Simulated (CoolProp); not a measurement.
Properties of acetone along the isobar 0.4 MPa (Tc = 508.1 K, pc = 4.692 MPa, ω = 0.307).

Values from CoolProp's reference Helmholtz-energy equation of state, Lemmon 2006. It is a short technical equation, of lower accuracy than the large ones.

| T (K) | phase | density (kg/m³) | cp (kJ/(kg K)) | Joule-Thomson coefficient (K/MPa) | isothermal compressibility (1/MPa) | fugacity coefficient |
|---|---|---|---|---|---|---|
| 243.9 | liquid | 843.7 | 2.041 | -0.4028 | 0.0008095 | 0.003990 |
| 259.6 | liquid | … | … | -0.3894 | 0.0009210 | 0.01090 |
| 275.4 | liquid | 810.0 | 2.092 | … | … | 0.02614 |
| 291.1 | liquid | 792.8 | 2.126 | -0.3528 | 0.001213 | 0.05567 |
| 306.9 | liquid | 775.2 | 2.164 | -0.3289 | 0.001407 | 0.1084 |
| 322.6 | liquid | 757.1 | … | -0.3007 | 0.001646 | 0.1940 |
| 338.4 | liquid | 738.4 | 2.258 | … | 0.001948 | 0.3256 |
| 354.1 | liquid | 718.9 | 2.313 | -0.2255 | 0.002336 | 0.5139 |
| 369.8 | liquid | … | 2.375 | -0.1747 | 0.002850 | 0.7716 |
| 385.6 | gas | 8.098 | 1.846 | … | 2.828 | 0.9049 |
| 401.3 | gas | 7.630 | 1.812 | 31.15 | 2.760 | 0.9194 |
| 417.1 | gas | 7.233 | 1.804 | 26.05 | 2.712 | 0.9309 |

Question: Some entries are withheld; supply them.

Answer: 
- 259.6, density (kg/m³): 827.0
- 259.6, cp (kJ/(kg K)): 2.064
- 275.4, Joule-Thomson coefficient (K/MPa): -0.3727
- 275.4, isothermal compressibility (1/MPa): 0.001054
- 322.6, cp (kJ/(kg K)): 2.208
- 338.4, Joule-Thomson coefficient (K/MPa): -0.2666
- 369.8, density (kg/m³): 698.4
- 385.6, Joule-Thomson coefficient (K/MPa): 37.78
